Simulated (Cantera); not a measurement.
Gas activation for diamond growth

A perfectly stirred reactor is fed with 1.38 % CH₄, 98.6 % H₂, 0.0325 % N₂, at 7800 Pa; it is held at 2050 K, and followed from long to short residence time.

Computed with Cantera and GRI-Mech 3.0 (53 species, 325 reactions). GRI-Mech 3.0 stops at C3 and has no aromatics, soot or wall deposition, so with more carbon than oxygen in the feed, carbon stays in small species such as C2H2 where larger ones or solid carbon would form.

```
τ (s)      x CH₄   x H₂    x C₂H     x CH₃     x HCN
------  --------  -----  -------  --------  --------
5.6     0.000327  0.985  1.18e-6   5.20e-5   4.75e-7
2.2     0.000517  0.985  1.15e-6   8.14e-5   2.81e-7
0.89    0.000818  0.985  1.10e-6  0.000126   1.66e-7
0.35     0.00132  0.985  1.02e-6  0.000198   9.32e-8
0.14     0.00212  0.984  9.01e-7  0.000304   4.95e-8
0.057    0.00337  0.984  7.43e-7  0.000453   2.42e-8
0.023    0.00524  0.984  5.39e-7  0.000646   1.03e-8
0.0091   0.00779  0.983  3.06e-7  0.000843   3.54e-9
0.0036    0.0105  0.983  1.09e-7  0.000913  8.73e-10
0.0014    0.0126  0.983  1.44e-8  0.000691  9.82e-11
```
x: mole fraction; the columns are a selection and need not sum to one.
